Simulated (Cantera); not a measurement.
# Hydrogen reduction and annealing atmospheres: CuO + H2

Feed: 1 mol CuO, 19 mol H2, equilibrated at 27.0 Torr.

Equilibrium computed with Cantera from the NASA thermochemical tables; the gas is ideal and each condensed phase is pure. Candidate condensed phases: Cu, CuO, Cu(OH)2, Cu2O, H2O; 12 gas species. Equilibrium is a limit: real reactors are often held back by kinetics, nucleation or transport.

From 675 °C to 1050 °C the condensed part is Cu(s). From 1125 °C to 1575 °C the condensed part is Cu(l). At 1650 °C nothing is condensed.

```tsv
T (°C)	log p H2	log p H2O	log p Cu	log p H	log p Cu2	n Cu(s)	n Cu(l)
675	-1.47	-2.72	-11.76	-10.01	<-13	1.00	0
750	-1.47	-2.72	-10.42	-9.12	<-13	1.00	0
825	-1.47	-2.72	-9.25	-8.34	<-13	1.00	0
900	-1.47	-2.72	-8.24	-7.66	-12.93	1.000	0
975	-1.47	-2.72	-7.36	-7.06	-11.67	1.000	0
1050	-1.47	-2.72	-6.57	-6.53	-10.56	1.000	0
1125	-1.47	-2.72	-5.89	-6.06	-9.60	0	0.999
1200	-1.47	-2.72	-5.29	-5.63	-8.77	0	0.997
1275	-1.47	-2.72	-4.75	-5.25	-8.02	0	0.990
1350	-1.47	-2.72	-4.26	-4.89	-7.35	0	0.971
1425	-1.47	-2.72	-3.81	-4.57	-6.73	0	0.918
1500	-1.47	-2.73	-3.40	-4.28	-6.17	0	0.789
1575	-1.48	-2.73	-3.03	-4.02	-5.66	0	0.494
1650	-1.49	-2.75	-2.75	-3.77	-5.31	0	0
```
log p: log10 of the partial pressure in bar; n: condensed amount in mol.
